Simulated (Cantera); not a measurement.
A freely propagating, adiabatic, planar premixed flame of CO : H2 : CH4 : O2 : N2 = 1 : 0.053 : 0.33 : 0.913 : 3.43 (molar parts), unburnt at 475 K and 22000 Pa; mixture-averaged transport, grid criteria slope 0.08 and curve 0.16, no radiation.

Model: GRI-Mech 3.0 (53 species, 325 reactions), integrated in Cantera. Burning velocities carry a grid error of a few per cent, more on coarse grids.

### Question
Predict: laminar burning velocity; thermal thickness; peak x(CH2O); peak x(HCN); peak x(H).

### Answer
| Property | Value |
|---|---|
| laminar burning velocity | 176 cm/s |
| thermal thickness | 1.26 mm |
| peak x(CH2O) | 0.000608 |
| peak x(HCN) | 5.29e-7 |
| peak x(H) | 0.0294 |
